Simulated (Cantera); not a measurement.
Input: 1 mol N2O, 0.06 mol SO2, held at 0.0133 bar.

Equilibrium computed with Cantera from the NASA thermochemical tables; the gas is ideal and each condensed phase is pure. Candidate condensed phases: S; 17 gas species. The numbers say what is thermodynamically allowed, not how fast it happens.

At 2900 K, list the 6 most abundant gas species with their mole fractions, and the condensed phases.

N2 0.537, O 0.259, O2 0.142, NO 0.0286, SO2 0.0155, SO 0.0146. Condensed: gas only.
